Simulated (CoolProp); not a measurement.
A Linde-Hampson liquefier for ethane: isothermal reversible compression at 320 K from 1 atm to 10 MPa, throttling to 1 atm, return gas leaving the recuperator 2 K below the feed. Each further row changes one setting.

Computed with CoolProp (reference Helmholtz-energy equation of state, Bücker 2006).

```tsv
case	liquid yield per pass	compression work (kJ/kg of gas)
as stated	[?]	338
high pressure 20 MPa	[?]	[?]
warm-end temperature 350 K	[?]	[?]
warm-end gap 7 K	[?]	338
```

Question: Some entries are withheld; supply them.

Answer: 
- as stated, liquid yield per pass: 0.430
- high pressure 20 MPa, liquid yield per pass: 0.462
- high pressure 20 MPa, compression work (kJ/kg of gas): 366
- warm-end temperature 350 K, liquid yield per pass: 0.285
- warm-end temperature 350 K, compression work (kJ/kg of gas): 395
- warm-end gap 7 K, liquid yield per pass: 0.423
